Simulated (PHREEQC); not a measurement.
A made-up water analysis in mmol/kgw, 25 °C, pH 5.89, pe -2:

```csv
constituent,mmol/kgw
Na,0.000578
K,0.000187
Ca,0.00146
Mg,0.000722
Cl,0.00287
S(6),0.0011
Alkalinity (meq/kgw),0.000286
Ba,6.03e-07
```

Cl is adjusted to close the charge balance.
Valence states are taken as typed.

Model: ion-association model, phreeqc.dat, run in PHREEQC.

No solid was allowed to form.

Task: What ionic strength does the model give?

Result: ionic strength 9.70e-6 mol/kgw.

Task: In which forms is C present?

Result: CO2 74 %, HCO3- 26 % of the C.
